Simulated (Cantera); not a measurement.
What does this Cantera script print?

```python
import numpy as np
import cantera as ct

gas_names = """
    O2 Br2
""".split()
cond_names = """
    Mg(cr) MgBr2(s) MgO(s)
""".split()


# ... load() reads the species with a 1 bar reference pressure and builds the phases ...
species = {s.name: s for s in load("nasa_gas.yaml", gas_names) + load("nasa_condensed.yaml", cond_names)}
T = 800
g = {n: (s.thermo.h(T) - T * s.thermo.s(T)) / (ct.gas_constant * T * np.log(10)) for n, s in species.items()}
valid = cond_names  # the entries whose range holds T


def stable(la, lb):
    # potentials (over RT ln 10) of the two non-metals from log10 p(O2) and log10 p(Br2) in bar
    mu = {}
    mu["O"] = (g["O2"] + la) / 2
    mu["Br"] = (g["Br2"] + lb) / 2
    cost = {}
    for n in valid:
        c = species[n].composition
        cost[n] = (g[n] - sum(c.get(e, 0) * m for e, m in mu.items())) / c["Mg"]
    return min(cost, key=cost.get)


results = []
for lb in [0, -2, -4, -6, -8, -10, -12, -14, -16]:
    row = [stable(la, lb) for la in [-33, -30.9, -28.9, -26.8, -24.8, -22.7, -20.6, -18.6, -16.5, -14.4, -12.4, -10.3, -8.2, -6.2, -4.1, -2.1, 0]]
    results.append(row)
    print(f"{lb:6.1f}  " + " ".join(f"{valid.index(n):x}" for n in row))
print("key: " + ", ".join(f"{i:x} {n}" for i, n in enumerate(valid)))
```

It prints:

```
   0.0  1 1 1 1 1 1 1 1 1 1 1 2 2 2 2 2 2
  -2.0  1 1 1 1 1 1 1 1 1 2 2 2 2 2 2 2 2
  -4.0  1 1 1 1 1 1 1 2 2 2 2 2 2 2 2 2 2
  -6.0  1 1 1 1 1 2 2 2 2 2 2 2 2 2 2 2 2
  -8.0  1 1 1 2 2 2 2 2 2 2 2 2 2 2 2 2 2
 -10.0  1 2 2 2 2 2 2 2 2 2 2 2 2 2 2 2 2
 -12.0  2 2 2 2 2 2 2 2 2 2 2 2 2 2 2 2 2
 -14.0  2 2 2 2 2 2 2 2 2 2 2 2 2 2 2 2 2
 -16.0  2 2 2 2 2 2 2 2 2 2 2 2 2 2 2 2 2
key: 0 Mg(cr), 1 MgBr2(s), 2 MgO(s)
```

Source: NASA polynomial tables (part measured, part estimated), evaluated in Cantera. Not in the tables: oxide halides.
